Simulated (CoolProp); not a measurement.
Carbon monoxide along the isobar 2.01 MPa: fugacity coefficient from the reference equation and from simpler models built on Tc = -140.3 °C, pc = 3.498 MPa, ω = 0.050; each cubic takes its own stable root.

Values from CoolProp's reference Helmholtz-energy equation of state, Lemmon 2006. It is a short technical equation, of lower accuracy than the large ones.

```tsv
T (°C)	phase	reference
-180.25	liquid	0.1532
-156.95	liquid	0.6119
-133.65	gas	0.8385
-110.25	gas	0.8998
-86.95	gas	0.9352
-63.55	gas	0.9575
-40.25	gas	0.9722
-16.95	gas	0.9822
6.45	gas	0.9893
29.75	gas	0.9944
53.15	gas	0.9981
76.45	gas	1.001
99.75	gas	1.003
123.15	gas	1.004
146.45	gas	1.006
```

Q: How far does each simpler model (van der Waals, Redlich-Kwong, Soave-Redlich-Kwong, Peng-Robinson) lie from the reference over these 15 states: mean and median of the absolute difference, and the worst?

A: 
- van der Waals: mean 10.0 %, median 0.9 %, worst +114.6 % at -180.25 °C and 2.01 MPa
- Redlich-Kwong: mean 0.5 %, median 0.3 %, worst +1.8 % at -156.95 °C and 2.01 MPa
- Soave-Redlich-Kwong: mean 0.3 %, median 0.3 %, worst +0.7 % at -156.95 °C and 2.01 MPa
- Peng-Robinson: mean 0.8 %, median 0.6 %, worst -2.3 % at -133.65 °C and 2.01 MPa
